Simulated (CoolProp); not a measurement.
The fluid at 298.15 K and 15 MPa is throttled through a valve to 3.14 MPa with no heat exchange. The same conditions are run with several fluids, on thermodynamics alone (safety and materials aside).

The numbers come from the reference Helmholtz-energy equation of state of each fluid (ethylene: Smukala 2000; fluorine: de Reuck 1990; normal hydrogen: Leachman 2009; nitrogen: Span 2000; dry air: Lemmon 2000) in CoolProp. Blends and air are pseudo-pure fits.

Task: Rank ethylene, fluorine, normal hydrogen, nitrogen, dry air by temperature change (K), highest first.

Result: normal hydrogen (+4.2), nitrogen (-18.6), fluorine (-18.8), dry air (-20.5), ethylene (-36.3)

```csv
fluid,final phase,final density (kg/m³)
ethylene,"two-phase, vapour fraction 0.356",141
fluorine,gas,52.3
normal hydrogen,supercritical,2.47
nitrogen,gas,38.2
dry air,gas,40.0
```
